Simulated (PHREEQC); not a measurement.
Make-up at 25 °C: 93 mmol/kgw HF and 2.6 mmol/kgw KF. Closed to the air; pH follows from the charge balance.

Computed with PHREEQC (ion-association model, phreeqc.dat).

| Item | Value |
|---|---|
| pH | 2.13 |
| ionic strength | 0.0108 mol/kgw |
| total alkalinity | -93.0 meq/kg |

```csv
species,molality,activity,log γ
HF,0.0822,0.0824,0.001
F-,0.00821,0.00736,-0.047
H+,0.00820,0.00747,-0.041
K+,0.00260,0.00233,-0.047
HF2-,0.00259,0.00233,-0.046
```

This is a speciation only: nothing precipitates in the calculation. Species that the database lacks are ignored.
